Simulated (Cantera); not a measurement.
An isothermal, constant-pressure homogeneous reactor starts with 43.5 % CH4, 56.5 % H2O, at 1550 K and 8250 Torr.

Computed with Cantera and GRI-Mech 3.0 (53 species, 325 reactions).

Problem. Predict: x(CH4) at 8.00 s; x(H2O) at 8.00 s; x(HCO) at 8.00 s; x(CH3) at 8.00 s; x(C2H6) at 8.00 s; x(CO2) at 8.00 s.

Solution. 
| Item | Result |
|---|---|
| x(CH4) at 8.00 s | 0.110 (gas-phase equilibrium 0.000364) |
| x(H2O) at 8.00 s | 0.189 (gas-phase equilibrium 0.0630) |
| x(HCO) at 8.00 s | 1.50e-8 (gas-phase equilibrium 2.64e-8) |
| x(CH3) at 8.00 s | 2.93e-5 (gas-phase equilibrium 8.41e-8) |
| x(C2H6) at 8.00 s | 9.37e-5 (gas-phase equilibrium 7.72e-10) |
| x(CO2) at 8.00 s | 0.0187 (gas-phase equilibrium 0.00720) |
